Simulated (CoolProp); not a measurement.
CH2F2 (R32) along the isobar 6.49 MPa: density (kg/m³) from the reference equation and from simpler models built on Tc = 351.3 K, pc = 5.783 MPa, ω = 0.277; each cubic takes its own stable root.

Values from CoolProp's reference Helmholtz-energy equation of state, Tillner-Roth 1997.

```csv
T (K),phase,reference,van der Waals,Soave-Redlich-Kwong,Peng-Robinson
278.5,liquid,(withheld),564.4,823.3,931.1
288.9,liquid,1022,548.0,792.1,895.8
299.4,liquid,983.8,530.0,757.3,856.1
309.8,liquid,(withheld),(withheld),718.5,811.7
320.2,liquid,894.7,488.1,674.2,(withheld)
330.7,liquid,838.4,461.8,621.0,698.2
341.1,liquid,766.5,429.5,554.0,619.4
351.5,supercritical,647.4,383.8,451.2,497.4
362,supercritical,262.9,274.6,234.4,248.9
372.4,supercritical,199.5,197.4,184.2,193.9
382.8,supercritical,172.0,171.6,161.1,168.8
393.3,supercritical,154.5,155.6,146.0,152.3
403.7,supercritical,142.0,144.0,134.9,140.4
414.1,supercritical,132.3,134.9,126.2,131.0
424.6,supercritical,124.3,(withheld),119.0,(withheld)
435,supercritical,117.8,120.9,113.0,116.9
```

### Question
Some entries are withheld; supply them.

### Answer

- 278.5, reference: 1058
- 309.8, reference: 941.9
- 309.8, van der Waals: 510.3
- 320.2, Peng-Robinson: 760.3
- 424.6, van der Waals: 127.3
- 424.6, Peng-Robinson: 123.3
